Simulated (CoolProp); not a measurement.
Saturation properties of m-xylene.

The numbers come from the reference Helmholtz-energy equation of state, Zhou 2012 in CoolProp.

```json
[
 {"T (°C)": "8.65", "p (kPa)": "0.4062", "vapour density (kg/m³)": "0.01842", "liquid cp (kJ/(kg K))": "1.661", "surface tension (mN/m)": "29.9", "liquid viscosity (µPa s)": "713", "liquid conductivity (mW/(m K))": "134"},
 {"T (°C)": "38.05", "p (kPa)": "2.290", "vapour density (kg/m³)": "0.09421", "liquid cp (kJ/(kg K))": "1.754", "surface tension (mN/m)": "26.7", "liquid viscosity (µPa s)": "503", "liquid conductivity (mW/(m K))": "126"},
 {"T (°C)": "67.45", "p (kPa)": "9.105", "vapour density (kg/m³)": "0.3440", "liquid cp (kJ/(kg K))": "1.853", "surface tension (mN/m)": "23.5", "liquid viscosity (µPa s)": "380", "liquid conductivity (mW/(m K))": "119"},
 {"T (°C)": "96.85", "p (kPa)": "27.99", "vapour density (kg/m³)": "0.9830", "liquid cp (kJ/(kg K))": "1.958", "surface tension (mN/m)": "20.4", "liquid viscosity (µPa s)": "298", "liquid conductivity (mW/(m K))": "111"},
 {"T (°C)": "126.25", "p (kPa)": "70.92", "vapour density (kg/m³)": "2.346", "liquid cp (kJ/(kg K))": "2.068", "surface tension (mN/m)": "17.4", "liquid viscosity (µPa s)": "240", "liquid conductivity (mW/(m K))": "104"},
 {"T (°C)": "155.65", "p (kPa)": "155.0", "vapour density (kg/m³)": "4.901", "liquid cp (kJ/(kg K))": "2.182", "surface tension (mN/m)": "14.5", "liquid viscosity (µPa s)": "195", "liquid conductivity (mW/(m K))": "97.0"},
 {"T (°C)": "185.05", "p (kPa)": "302.1", "vapour density (kg/m³)": "9.278", "liquid cp (kJ/(kg K))": "2.302", "surface tension (mN/m)": "11.7", "liquid viscosity (µPa s)": "160", "liquid conductivity (mW/(m K))": "90.8"},
 {"T (°C)": "214.45", "p (kPa)": "538.3", "vapour density (kg/m³)": "16.36", "liquid cp (kJ/(kg K))": "2.434", "surface tension (mN/m)": "9.05", "liquid viscosity (µPa s)": "132", "liquid conductivity (mW/(m K))": "85.3"},
 {"T (°C)": "243.95", "p (kPa)": "895.1", "vapour density (kg/m³)": "27.59", "liquid cp (kJ/(kg K))": "2.591", "surface tension (mN/m)": "6.54", "liquid viscosity (µPa s)": "108", "liquid conductivity (mW/(m K))": "80.7"}
]
```

It boils at 139.1 °C under 1 atm.

Viscosity comes from a separate model (Cao 2016). Thermal conductivity comes from a separate model (Mylona 2014). Surface tension comes from a separate correlation (Mulero 2014).
